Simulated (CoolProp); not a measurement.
Aqueous calcium chloride as a coolant, 15 % by mass, freezing at -11.1 °C, 1 atm.

The numbers come from the Melinder's fits for secondary coolants in CoolProp.

| T (°C) | Prandtl number | viscosity (mPa s) | cp (kJ/(kg K)) | conductivity (W/(m K)) |
|---|---|---|---|---|
| -7.6 | 20.1 | 3.31 | 3.272 | 0.539 |
| -1.9 | 16.6 | 2.76 | 3.288 | 0.548 |
| 3.8 | 13.8 | 2.33 | 3.303 | 0.556 |
| 9.5 | 11.7 | 1.99 | 3.318 | 0.565 |
| 15.2 | 10.0 | 1.72 | 3.332 | 0.574 |
| 20.9 | 8.65 | 1.51 | 3.346 | 0.582 |
| 26.7 | 7.53 | 1.33 | 3.359 | 0.591 |
| 32.4 | 6.64 | 1.18 | 3.372 | 0.600 |
| 38.1 | 5.89 | 1.06 | 3.383 | 0.609 |
